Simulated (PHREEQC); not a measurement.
A solution holds 0.0038 mol CuSO4, 0.23 mol HCl and 0.018 mol KCl per kg of water, at 25 °C. Closed to the air; pH follows from the charge balance.

Equilibrium calculation in PHREEQC: ion-association model, wateq4f.dat.

Each row changes one thing in this solution. No solid was allowed to form.

```json
[
 {"case": "as made", "pH": "0.75", "ionic strength (mol/kgw)": "0.255"},
 {"case": "temperature from 25 to 55 °C", "pH": "0.75", "ionic strength (mol/kgw)": "0.253"},
 {"case": "KCl from 0.018 to 0.09 mol/kgw", "pH": "0.75", "ionic strength (mol/kgw)": "0.327"},
 {"case": "CuSO4 from 0.0038 to 0.019 mol/kgw", "pH": "0.77", "ionic strength (mol/kgw)": "0.284"},
 {"case": "KCl replaced by MnCl2 at the same molality", "pH": "0.75", "ionic strength (mol/kgw)": "0.282"},
 {"case": "CuSO4 left out", "pH": "0.74", "ionic strength (mol/kgw)": "0.248"},
 {"case": "temperature from 25 to 35 °C", "pH": "0.75", "ionic strength (mol/kgw)": "0.254"}
]
```

Away from 25 °C the constants follow the database's enthalpies or fits; those with neither stay at their 25 °C values.
